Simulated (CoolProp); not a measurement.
A single-stage vapour-compression cycle with n-perfluorobutane: evaporating at 276.15 K (dew point), condensing at 331.15 K (bubble point), superheat 2 K, subcooling 2 K, compressor efficiency 0.7, no pressure losses. Each further row changes one setting.

Model: reference Helmholtz-energy equation of state, Gao 2022, in CoolProp.

```csv
case,cooling COP,pressure ratio,discharge temperature (K),refrigerating effect (kJ/kg),volumetric capacity (kJ/m³)
as stated,1.82,5.54,331.1,36.3,487
evaporating temperature 281.15 K,2.23,4.59,331.1,40.2,646
condensing temperature 326.15 K,2.25,4.87,326.2,42.3,568
subcooling 7 K,2.12,5.54,331.1,42.3,569
superheat 12 K,2.03,5.54,331.1,44.8,578
compressor efficiency 0.6,1.56,5.54,331.1,36.3,487
```

The compression ends wet for: as stated; evaporating temperature 281.15 K; condensing temperature 326.15 K; subcooling 7 K; superheat 12 K; compressor efficiency 0.6.
